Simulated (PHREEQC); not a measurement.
Brine

Solution (25 °C): 1.4 mol/kgw KOH, 4.4 mol/kgw KCl and 0.087 mol/kgw NaCl. It is in equilibrium with CO2 at log p = 0 (atm). Otherwise closed; pH follows from the charge balance.

The numbers come from PHREEQC with the Pitzer model, pitzer.dat.

```json
{
 "pH": "7.71",
 "ionic_strength": "5.91 mol/kgw",
 "activity_of_water": "0.814",
 "density": "1.213 g/cm³",
 "osmotic_coefficient": "0.973",
 "total_alkalinity": "1400 meq/kg"
}
```

```json
[
 {"species": "K+", "molality": "5.80", "activity": "3.27", "log γ": "-0.249"},
 {"species": "Cl-", "molality": "4.49", "activity": "2.74", "log γ": "-0.214"},
 {"species": "HCO3-", "molality": "1.35", "activity": "0.636", "log γ": "-0.327"},
 {"species": "Na+", "molality": "0.0870", "activity": "0.0531", "log γ": "-0.214"},
 {"species": "CO3-2", "molality": "0.0252", "activity": "0.00148", "log γ": "-1.232"},
 {"species": "CO2", "molality": "0.0193", "activity": "0.0338", "log γ": "0.244"},
 {"species": "OH-", "molality": "4.02e-7", "activity": "4.18e-7", "log γ": "0.017"},
 {"species": "H+", "molality": "1.35e-8", "activity": "1.97e-8", "log γ": "0.165"}
]
```

No solid was allowed to form. In brines, pH and single-ion activities rest on the MacInnes convention.
